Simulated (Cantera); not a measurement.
Charge: 1 mol HgO, 0.025 mol O2, 0.47 mol N2, equilibrated at 177 °C and 0.133 bar.

Cantera equilibrium calculation (NASA polynomials, part measured and part estimated; ideal gas, pure solids and liquids). Candidate condensed phases: Hg, HgO; 10 gas species. Rates play no part.

Base state: N2 0.949, O2 0.0505, Hg 1.21e-5 (mole fractions); condensed: HgO(s).

### Question
What changes in the equilibrium state with this change: pressure from 0.133 bar to 0.000720 bar?

### Answer
| species | before | after |
|---|---|---|
| N2 | 0.949 | 0.910 |
| O2 | 0.0505 | 0.0622 |
| Hg | 1.21e-5 | 0.0276 |
| HgO(s), mol | 1.000 | 0.986 |

### Question
What changes in the equilibrium state with this change: temperature from 177 °C to 1025 °C?

### Answer
| species | before | after |
|---|---|---|
| Hg | 1.21e-5 | 0.501 |
| O2 | 0.0505 | 0.263 |
| N2 | 0.949 | 0.235 |
| NO | <1e-9 | 0.000239 |
| HgO(s), mol | 1.000 | 0 |

### Question
What changes in the equilibrium state with this change: HgO replaced by Hg?

### Answer
| species | before | after |
|---|---|---|
| N2 | 0.949 | 0.922 |
| Hg | 1.21e-5 | 0.0780 |
| O2 | 0.0505 | 1.22e-9 |
| HgO(s), mol | 1.000 | 0.0500 |
| Hg(l), mol | 0 | 0.910 |
